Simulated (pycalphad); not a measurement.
An equivalent pycalphad script:

```python
from pycalphad import Database, equilibrium, calculate, variables as v
import numpy as np
db = Database('COST507.tdb')
comps = ['AL', 'SI', 'C', 'VA']
phases = ['AL4C3', 'AL4SIC4', 'AL8SIC7', 'CSI', 'DIAMOND_A4', 'FCC_A1', 'GRAPHITE', 'LIQUID']
eq = equilibrium(db, comps, phases, {v.X('SI'): 0.0044, v.X('C'): 0.0599, v.T: np.arange(1850, 499, -40), v.P: 101325, v.N: 1}, output=['HM', 'SM'])
```

Source of the numbers: pycalphad with the COST 507 light-alloy database (1999); pressure 1 atm. These are 1990s assessments: newer ones move some temperatures and phases. Amounts are mole fractions of atoms. Diffusion is slow at the low end, where real alloys seldom reach equilibrium.

Results at three of the temperatures:

```
T = 1130.00 K, P = 101325 Pa, N = 1 mol of atoms
G = -53681 J/mol, H = 28558 J/mol, S = 72.78 J/(mol K)  (SER reference)
chemical potentials (J/mol): Al -52552, Si -82058, C -69243
phase             fraction      x(Al)      x(Si)       x(C)
LIQUID              0.8602     0.9949     0.0051   1.74e-07
AL4C3               0.1398     0.5713   0.000151     0.4286
```

```
T = 1090.00 K, P = 101325 Pa, N = 1 mol of atoms
G = -50792 J/mol, H = 27324 J/mol, S = 71.67 J/(mol K)  (SER reference)
chemical potentials (J/mol): Al -49472, Si -77098, C -69477
phase             fraction      x(Al)      x(Si)       x(C)
LIQUID              0.8602     0.9949     0.0051    6.6e-08
AL4C3               0.1398     0.5713   0.000145     0.4286
```

```
T = 650.00 K, P = 101325 Pa, N = 1 mol of atoms
G = -25286 J/mol, H = 4555 J/mol, S = 45.91 J/(mol K)  (SER reference)
chemical potentials (J/mol): Al -22376, Si -42170, C -69510
phase             fraction      x(Al)      x(Si)       x(C)
FCC_A1              0.8617     1.0000   1.38e-05   3.18e-14
AL8SIC7             0.0702     0.5000     0.0625     0.4375
AL4C3               0.0681     0.5714   5.73e-06     0.4286
```

Changes of the phase set, refined by bisection:

```csv
T (°C),phases above,phases below
657.2,AL4C3 + liquid,AL4C3 + fcc + liquid
654.6,AL4C3 + fcc + liquid,AL4C3 + AL8SIC7 + fcc
```

Database names, with the compositions (at.%) that they take in these runs: AL4C3: Al 57 C 43; AL8SIC7: Al 50 C 44 Si 6. FCC_A1 is fcc.
